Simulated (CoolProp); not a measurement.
Vapour-liquid equilibrium of R22 (1) + R115 (2) at -26.45 °C; x and y are mole fractions of (1).

Computed with CoolProp (multi-fluid Helmholtz-energy mixture model, Kamei 1995 and Lemmon 2016; pair parameters Bell 2016).

| x | bubble pressure (kPa) | y at the bubble point | dew pressure at overall composition x (kPa) | liquid density (mol/L) |
|---|---|---|---|---|
| 0.05 | 189.0 | 0.120 | … | 9.890 |
| 0.15 | 207.6 | 0.259 | 193.0 | 10.27 |
| 0.25 | … | 0.342 | 206.4 | 10.69 |
| 0.35 | 221.9 | 0.405 | 217.8 | 11.17 |
| 0.45 | 223.8 | 0.463 | 223.6 | 11.70 |
| 0.55 | 223.4 | 0.525 | … | 12.29 |
| 0.65 | 220.5 | 0.596 | 217.3 | 12.94 |
| 0.75 | 215.0 | 0.682 | … | 13.66 |
| 0.85 | 206.7 | 0.790 | 201.8 | 14.45 |
| 0.95 | 196.0 | 0.923 | 193.8 | 15.33 |

Question: Complete the blanks.

Answer: 
- 0.05, dew pressure at overall composition x (kPa): 179.7
- 0.25, bubble pressure (kPa): 217.1
- 0.55, dew pressure at overall composition x (kPa): 222.6
- 0.75, dew pressure at overall composition x (kPa): 209.9

y crosses x between x = 0.45 and 0.55: the model has an azeotrope there.

Pair parameters are fitted to limited data, so mixtures are less certain than the pure fluids.
